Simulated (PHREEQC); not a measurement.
0.032 g of hydrous ferric oxide (600 m²/g; 0.2 weak and 0.005 strong sites per Fe, Dzombak-Morel constants, diffuse double layer) in 1 kg of water with 0.1 mol/kgw of an inert sodium salt, at 25 °C; the pH is set by adding NaOH or the inert anion's acid. Oxygen is held at 0.21 atm. The system is closed to CO2. No solid was allowed to form.

Equilibrium calculation in PHREEQC: ion-association model, wateq4f.dat.

Predict surface charge σ (C/m²), surface potential ψ (mV) at pH = 3.5, 4.5, 10.


```
pH   surface charge σ (C/m²)  surface potential ψ (mV)
---  -----------------------  ------------------------
3.5                    0.350                       151
4.5                    0.272                       138
10                    -0.094                       -85
```

Species that the database lacks are ignored. The oxide is taken as insoluble; below pH 4 it would dissolve.
